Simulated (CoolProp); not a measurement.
Vapour-liquid equilibrium of propylene (1) + 1-butene (2) at 0.0374 MPa; x and y are mole fractions of (1).

Values from CoolProp's multi-fluid Helmholtz-energy mixture model, Lemmon 2013 and Lemmon 2005; pair parameters Bell 2016.

Give the bubble temperature and the first vapour's composition at x = 0.05, 0.35, 0.95. Is there an azeotrope?

x = 0.05: 239.3 K, y = 0.236; x = 0.35: 221.9 K, y = 0.795; x = 0.95: 206.6 K, y = 0.994. No azeotrope shows between x = 0.05 and 0.95.

Pair parameters are fitted to limited data, so mixtures are less certain than the pure fluids.
